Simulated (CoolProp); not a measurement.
A simple Rankine cycle with n-perfluorohexane: condensing at 328.15 K, boiler at 0.356 MPa, turbine inlet 449 K, turbine efficiency 0.7, pump efficiency 0.8, no recuperator. Each further row changes one setting.

Values from CoolProp's reference Helmholtz-energy equation of state, Gao 2022.

| case | thermal efficiency (%) | net work (kJ/kg) | heat in (kJ/kg) | turbine exit temperature (K) | volume ratio over the turbine |
|---|---|---|---|---|---|
| as stated | 4.8 | … | 197 | 437.2 | 3.89 |
| condensing temperature 320.15 K | 5.6 | 11.5 | … | 434.9 | 5.17 |
| boiler pressure 0.249 MPa | 3.6 | 7.04 | 198 | 440.6 | … |
| turbine efficiency 0.6 | 4.1 | 8.07 | 197 | 438.5 | … |

Problem. Complete the blanks.

Solution. 
- as stated, net work (kJ/kg): 9.45
- condensing temperature 320.15 K, heat in (kJ/kg): 206
- boiler pressure 0.249 MPa, volume ratio over the turbine: 2.68
- turbine efficiency 0.6, volume ratio over the turbine: 3.91
